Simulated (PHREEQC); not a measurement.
0.2 mol of Gypsum (CaSO4:2H2O) is brought to equilibrium with 1 kg of water holding 0.0032 mol/kgw LiCl, with rising amounts of CdI2, at 20 °C. Oxygen is held at 0.21 atm. CO2 from the air is kept out. Only these solids could form: Gypsum, Portlandite, Cd(OH)2, CdOHCl.

Model: ion-association model, wateq4f.dat, run in PHREEQC.

```csv
CdI2 added (mol),pH,dissolved Ca (mol/kgw),dissolved S (mol/kgw),CdI+ (mol/kgw)
0,7.13,0.0156,0.0156,0
0.005,(withheld),0.0171,0.0171,0.00117
0.01,(withheld),0.0180,0.0180,0.00330
0.015,6.39,0.0187,0.0187,0.00566
0.02,(withheld),0.0192,0.0192,0.00806
0.025,(withheld),0.0196,0.0196,0.0104
0.03,(withheld),0.0200,0.0200,0.0128
0.035,(withheld),0.0203,0.0203,0.0150
0.04,(withheld),0.0206,0.0206,0.0173
0.045,(withheld),0.0209,0.0209,0.0194
0.05,6.29,0.0211,0.0211,0.0216
0.055,6.29,0.0213,0.0213,0.0236
0.06,6.28,0.0215,0.0215,0.0257
```

Problem. Some entries are withheld; supply them.

Solution. 
- 0.005, pH: 6.53
- 0.01, pH: 6.44
- 0.02, pH: 6.37
- 0.025, pH: 6.35
- 0.03, pH: 6.33
- 0.035, pH: 6.32
- 0.04, pH: 6.31
- 0.045, pH: 6.30
